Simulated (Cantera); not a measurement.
Input (Python, Cantera) and output of one run.

```python
import numpy as np
import cantera as ct

gas_names = """
    H HNO HNO2 HNO3 HO2 H2 H2O H2O2 N NH NH2 NH3 NH2OH NO NO2 NO3 N2 N2H2 N2H4 N2O O OH O2 O3
""".split()
cond_names = """
    H2O(s) H2O(L)
""".split()


def load(file, names, dense=False):
    # The tables refer to 1 bar. Condensed volumes are neglected.
    table = {s.name: s for s in ct.Species.list_from_file(file)}
    out = []
    for n in names:
        d = dict(table[n].input_data)
        d["thermo"] = dict(d["thermo"], **{"reference-pressure": 1e5})
        if dense:
            d["equation-of-state"] = {"model": "constant-volume", "density": "1e6 g/cm^3"}
        out.append(ct.Species.from_dict(d))
    return out


gas = ct.Solution(thermo="ideal-gas", species=load("nasa_gas.yaml", gas_names))
cond = {s.name: ct.Solution(thermo="fixed-stoichiometry", species=[s], name=s.name)
        for s in load("nasa_condensed.yaml", cond_names, dense=True)}
atoms = {
    'NH3': {'N': 1, 'H': 3},
    'O2': {'O': 2},
    'N2': {'N': 2},
    'H2': {'H': 2},
}
top_T = {}  # K; cautious upper limits of use, not melting points


def equilibrate(T, P, feed):
    n = {}
    for name, mol in feed.items():
        for a, k in atoms[name].items():
            n[a] = n.get(a, 0.0) + k * mol
    gas.TPX = T, P, n
    mass = sum(n.values()) * gas.mean_molecular_weight
    gas.equilibrate("TP")
    valid = [c for c in cond.values() if c.min_temp <= T <= top_T.get(c.name, c.max_temp)]
    mix = ct.Mixture([(gas, mass / gas.mean_molecular_weight)] + [(c, 0.0) for c in valid])
    mix.T, mix.P = T, P
    mix.equilibrate("TP", solver="vcs", rtol=1e-11, max_steps=5000)
    return mix


results = []
feed = {'NH3': 1, 'O2': 0.67, 'N2': 0.47, 'H2': 0.37}  # mol
P = 25000  # Pa
for T in [1050, 1150, 1250, 1350, 1450, 1550, 1650, 1750, 1850, 1950, 2050, 2150, 2250]:
    mix = equilibrate(T, P, feed)
    results.append((T, P, feed, dict(zip(mix.species_names, mix.species_moles))))
    x = sorted(zip(gas.X, gas.species_names), reverse=True)
    print(f"T = {T:g} K  P = {P:g} Pa  gas = {mix.phase_moles(0):.4g} mol")
    print("   x: " + "  ".join(f"{s} {v:.3e}" for v, s in x if v > 0.001))
    print("   condensed (mol): " + ("  ".join(f"{mix.phase(i).name} {mix.phase_moles(i):.4g}"
          for i in range(1, mix.n_phases) if mix.phase_moles(i) > 1e-12) or "none"))
```

Result:

```
T = 1050 K  P = 25000 Pa  gas = 2.84 mol
   x: H2O 4.718e-01  N2 3.415e-01  H2 1.866e-01
   condensed (mol): none
T = 1150 K  P = 25000 Pa  gas = 2.84 mol
   x: H2O 4.718e-01  N2 3.415e-01  H2 1.866e-01
   condensed (mol): none
T = 1250 K  P = 25000 Pa  gas = 2.84 mol
   x: H2O 4.718e-01  N2 3.415e-01  H2 1.866e-01
   condensed (mol): none
T = 1350 K  P = 25000 Pa  gas = 2.84 mol
   x: H2O 4.718e-01  N2 3.415e-01  H2 1.866e-01
   condensed (mol): none
T = 1450 K  P = 25000 Pa  gas = 2.84 mol
   x: H2O 4.718e-01  N2 3.415e-01  H2 1.866e-01
   condensed (mol): none
T = 1550 K  P = 25000 Pa  gas = 2.84 mol
   x: H2O 4.718e-01  N2 3.415e-01  H2 1.866e-01
   condensed (mol): none
T = 1650 K  P = 25000 Pa  gas = 2.84 mol
   x: H2O 4.718e-01  N2 3.415e-01  H2 1.866e-01
   condensed (mol): none
T = 1750 K  P = 25000 Pa  gas = 2.84 mol
   x: H2O 4.717e-01  N2 3.415e-01  H2 1.865e-01
   condensed (mol): none
T = 1850 K  P = 25000 Pa  gas = 2.841 mol
   x: H2O 4.716e-01  N2 3.415e-01  H2 1.864e-01
   condensed (mol): none
T = 1950 K  P = 25000 Pa  gas = 2.842 mol
   x: H2O 4.713e-01  N2 3.413e-01  H2 1.861e-01
   condensed (mol): none
T = 2050 K  P = 25000 Pa  gas = 2.844 mol
   x: H2O 4.707e-01  N2 3.411e-01  H2 1.857e-01  H 1.955e-03
   condensed (mol): none
T = 2150 K  P = 25000 Pa  gas = 2.847 mol
   x: H2O 4.694e-01  N2 3.407e-01  H2 1.851e-01  H 3.629e-03  OH 1.189e-03
   condensed (mol): none
T = 2250 K  P = 25000 Pa  gas = 2.853 mol
   x: H2O 4.669e-01  N2 3.399e-01  H2 1.841e-01  H 6.374e-03  OH 2.428e-03
   condensed (mol): none
```

Cantera equilibrium calculation (NASA polynomials, part measured and part estimated; ideal gas, pure solids and liquids).
